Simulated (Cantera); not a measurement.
## Equilibrium for halide evaporation, hydrolysis and transport: CaF2 + HF + H2

A closed system holds: 1 mol CaF2, 0.16 mol HF, a varied amount of H2, held at 1948 K and 120 Torr.

Method: chemical equilibrium by Gibbs-energy minimisation in Cantera with the NASA 1993 tables (ideal gas, pure condensed phases). Candidate condensed phases: Ca, CaF2; 15 gas species. Equilibrium is a limit: real reactors are often held back by kinetics, nucleation or transport.

From 37 mol H2 to 51 mol H2 the condensed part is CaF2(l). From 72 mol H2 to 380 mol H2 nothing is condensed. The main Ca-bearing gas is CaF2 throughout.

```json
[
 {"n(H2) (mol)": "37", "x H2": "0.974", "x CaF2": "0.0127", "x HF": "0.00747", "x H": "0.00279", "x CaF": "0.00199", "x Ca": "0.000627", "x F": "7.08e-9", "n CaF2(l)": "0.421"},
 {"n(H2) (mol)": "51", "x H2": "0.975", "x CaF2": "0.0127", "x HF": "0.00678", "x H": "0.00279", "x CaF": "0.00219", "x Ca": "0.000762", "x F": "6.42e-9", "n CaF2(l)": "0.185"},
 {"n(H2) (mol)": "72", "x H2": "0.978", "x CaF2": "0.0107", "x HF": "0.00596", "x H": "0.00279", "x CaF": "0.00211", "x Ca": "0.000835", "x F": "5.63e-9", "n CaF2(l)": "0"},
 {"n(H2) (mol)": "100", "x H2": "0.982", "x CaF2": "0.00730", "x HF": "0.00496", "x H": "0.00280", "x CaF": "0.00173", "x Ca": "0.000826", "x F": "4.68e-9", "n CaF2(l)": "0"},
 {"n(H2) (mol)": "140", "x H2": "0.986", "x CaF2": "0.00487", "x HF": "0.00413", "x H": "0.00281", "x CaF": "0.00139", "x Ca": "0.000801", "x F": "3.88e-9", "n CaF2(l)": "0"},
 {"n(H2) (mol)": "190", "x H2": "0.988", "x CaF2": "0.00333", "x HF": "0.00349", "x H": "0.00281", "x CaF": "0.00113", "x Ca": "0.000765", "x F": "3.28e-9", "n CaF2(l)": "0"},
 {"n(H2) (mol)": "270", "x H2": "0.991", "x CaF2": "0.00210", "x HF": "0.00288", "x H": "0.00281", "x CaF": "0.000864", "x Ca": "0.000713", "x F": "2.70e-9", "n CaF2(l)": "0"},
 {"n(H2) (mol)": "380", "x H2": "0.992", "x CaF2": "0.00131", "x HF": "0.00238", "x H": "0.00281", "x CaF": "0.000653", "x Ca": "0.000653", "x F": "2.23e-9", "n CaF2(l)": "0"}
]
```
x: gas mole fraction; n: condensed amount in mol.
